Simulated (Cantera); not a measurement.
An adiabatic, constant-volume homogeneous reactor starts with CH3OH : O2 : N2 = 1 : 0.938 : 3.52 (molar parts), equivalence ratio 1.6, at 1550 K and 0.680 bar. Integrator tolerance rtol = 1e-08.

Detailed kinetics in Cantera: GRI-Mech 3.0 (53 species, 325 reactions). GRI-Mech 3.0 was tuned for natural gas; its chemistry of methanol as a main component is partial and can be far from experiment.

Task: What does this change do: pressure from 0.680 bar to 5.00 bar?

Result: 
```tsv
quantity	before	after
time of steepest temperature rise	0.158 ms	26.6 µs
temperature at 0.600 s	2872 K	3038 K
equilibrium temperature	2872 K	3038 K
x(CH3OH) at 0.600 s	<1e-12 (gas-phase equilibrium <1e-12)	<1e-12 (gas-phase equilibrium <1e-12)
x(O2) at 0.600 s	0.00400 (gas-phase equilibrium 0.00400)	0.00199 (gas-phase equilibrium 0.00199)
x(O) at 0.600 s	0.00366 (gas-phase equilibrium 0.00366)	0.00167 (gas-phase equilibrium 0.00167)
x(H2O2) at 0.600 s	2.26e-7 (gas-phase equilibrium 2.26e-7)	6.08e-7 (gas-phase equilibrium 6.08e-7)
x(CH4) at 0.600 s	<1e-12 (gas-phase equilibrium <1e-12)	1.36e-11 (gas-phase equilibrium 1.59e-11)
```
Above 3000 K some thermodynamic fits are extrapolated.

Task: What does this change do: constant pressure in place of constant volume?

Result: 
```
quantity                                                            before                                    after
---------------------------------  ---------------------------------------  ---------------------------------------
time of steepest temperature rise                                 0.158 ms                                 0.178 ms
temperature at 0.600 s                                              2872 K                                   2681 K
equilibrium temperature                                             2872 K                                   2681 K
x(CH3OH) at 0.600 s                  <1e-12 (gas-phase equilibrium <1e-12)    <1e-12 (gas-phase equilibrium <1e-12)
x(O2) at 0.600 s                   0.00400 (gas-phase equilibrium 0.00400)  0.00238 (gas-phase equilibrium 0.00238)
x(O) at 0.600 s                    0.00366 (gas-phase equilibrium 0.00366)  0.00199 (gas-phase equilibrium 0.00199)
x(H2O2) at 0.600 s                 2.26e-7 (gas-phase equilibrium 2.26e-7)  8.70e-8 (gas-phase equilibrium 8.70e-8)
x(CH4) at 0.600 s                    <1e-12 (gas-phase equilibrium <1e-12)    <1e-12 (gas-phase equilibrium <1e-12)
```
